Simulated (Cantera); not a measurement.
# Premixed flame

A freely propagating, adiabatic, planar premixed flame of 12.0 % CH4, 18.5 % O2, 69.5 % N2, equivalence ratio 1.3, unburnt at 625 K and 1.00 bar; mixture-averaged transport, grid criteria slope 0.08 and curve 0.16, no radiation.

Cantera simulation using GRI-Mech 3.0 (53 species, 325 reactions); the numbers are that mechanism's predictions, not measurements. Burning velocities carry a grid error of a few per cent, more on coarse grids.

```json
[
 {"z (mm)": "-1.10", "T (K)": "625", "u (m/s)": "1.11", "x CH4": "0.120", "x O2": "0.185", "x H": "<1e-8", "x OH": "<1e-8", "x NO": "<1e-8", "x C2H4": "6.14e-8"},
 {"z (mm)": "-0.736", "T (K)": "628", "u (m/s)": "1.12", "x CH4": "0.119", "x O2": "0.184", "x H": "<1e-8", "x OH": "<1e-8", "x NO": "1.52e-8", "x C2H4": "8.54e-7"},
 {"z (mm)": "-0.552", "T (K)": "641", "u (m/s)": "1.15", "x CH4": "0.117", "x O2": "0.182", "x H": "1.93e-8", "x OH": "2.68e-8", "x NO": "8.56e-8", "x C2H4": "6.09e-6"},
 {"z (mm)": "-0.368", "T (K)": "729", "u (m/s)": "1.32", "x CH4": "0.110", "x O2": "0.174", "x H": "2.45e-6", "x OH": "1.14e-6", "x NO": "7.74e-7", "x C2H4": "7.20e-5"},
 {"z (mm)": "-0.184", "T (K)": "1163", "u (m/s)": "2.15", "x CH4": "0.0748", "x O2": "0.135", "x H": "0.000135", "x OH": "3.61e-5", "x NO": "6.45e-6", "x C2H4": "0.000714"},
 {"z (mm)": "-0.0920", "T (K)": "1560", "u (m/s)": "2.93", "x CH4": "0.0406", "x O2": "0.0912", "x H": "0.000891", "x OH": "0.000306", "x NO": "1.42e-5", "x C2H4": "0.00138"},
 {"z (mm)": "0", "T (K)": "1912", "u (m/s)": "3.63", "x CH4": "0.0111", "x O2": "0.0440", "x H": "0.00372", "x OH": "0.00160", "x NO": "2.79e-5", "x C2H4": "0.000832"},
 {"z (mm)": "0.0920", "T (K)": "2081", "u (m/s)": "3.96", "x CH4": "0.00138", "x O2": "0.0165", "x H": "0.00750", "x OH": "0.00386", "x NO": "4.87e-5", "x C2H4": "8.96e-5"},
 {"z (mm)": "0.184", "T (K)": "2129", "u (m/s)": "4.04", "x CH4": "0.000115", "x O2": "0.00640", "x H": "0.00971", "x OH": "0.00527", "x NO": "6.86e-5", "x C2H4": "2.70e-6"},
 {"z (mm)": "0.368", "T (K)": "2153", "u (m/s)": "4.07", "x CH4": "9.03e-7", "x O2": "0.00223", "x H": "0.0104", "x OH": "0.00566", "x NO": "8.86e-5", "x C2H4": "<1e-8"},
 {"z (mm)": "0.736", "T (K)": "2176", "u (m/s)": "4.11", "x CH4": "<1e-8", "x O2": "0.00144", "x H": "0.00935", "x OH": "0.00520", "x NO": "9.92e-5", "x C2H4": "<1e-8"},
 {"z (mm)": "1.47", "T (K)": "2205", "u (m/s)": "4.15", "x CH4": "<1e-8", "x O2": "0.000986", "x H": "0.00753", "x OH": "0.00443", "x NO": "0.000105", "x C2H4": "<1e-8"},
 {"z (mm)": "2.94", "T (K)": "2235", "u (m/s)": "4.20", "x CH4": "<1e-8", "x O2": "0.000566", "x H": "0.00549", "x OH": "0.00344", "x NO": "0.000111", "x C2H4": "<1e-8"}
]
```
x: mole fraction of selected species; z is measured from the peak of heat release.

```
Property                    Result
------------------------  --------
laminar burning velocity  111 cm/s
thermal thickness         0.368 mm
peak x(H)                   0.0104
peak x(OH)                 0.00569
peak x(C2H4)               0.00142
grid points                    150
```
